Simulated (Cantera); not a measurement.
A closed system holds: 1 mol B2H6, 0.39 mol H2O, held at 13.5 Torr.

Equilibrium computed with Cantera from the NASA thermochemical tables; the gas is ideal and each condensed phase is pure. Candidate condensed phases: B, B2O3, B3O3H3, H2O; 23 gas species. The feed counts by its element totals alone. Mutual solubility and eutectic melting of coexisting phases are not modelled. The tables' values for BH2 are old estimates; treat these amounts as uncertain. Equilibrium is a limit: real reactors are often held back by kinetics, nucleation or transport.

x: gas mole fraction; n: condensed amount in mol.

| T (K) | x H2 | x HBO | x B2O2 | x BO | x H | x B2O3 | n B(s) | n B2O3(l) |
|---|---|---|---|---|---|---|---|---|
| 1025 | 0.999 | 1.26e-5 | 7.96e-9 | 2.68e-11 | 3.25e-8 | 5.98e-10 | 1.74 | 0.127 |
| 1175 | 0.999 | 0.000283 | 1.86e-6 | 1.19e-8 | 9.13e-7 | 2.22e-7 | 1.74 | 0.127 |
| 1325 | 0.996 | 0.00307 | 0.000121 | 1.30e-6 | 1.22e-5 | 2.04e-5 | 1.73 | 0.123 |
| 1475 | 0.975 | ? | ? | ? | ? | ? | 1.71 | ? |
| 1625 | 0.918 | ? | 0.0192 | ? | ? | ? | 1.63 | 0 |
| 1775 | 0.910 | 0.0646 | 0.0183 | 0.00268 | 0.00206 | 0.00122 | 1.62 | 0 |
| 1925 | 0.901 | 0.0674 | 0.0154 | 0.00789 | 0.00677 | 0.000436 | 1.61 | 0 |

### Question
What belongs in the gaps?

### Answer

- 1475, x HBO: 0.0200
- 1475, x B2O2: 0.00327
- 1475, x BO: 5.29e-5
- 1475, x H: 9.54e-5
- 1475, x B2O3: 0.000716
- 1475, n B2O3(l): 0.0929
- 1625, x HBO: 0.0569
- 1625, x BO: 0.000686
- 1625, x H: 0.000504
- 1625, x B2O3: 0.00333
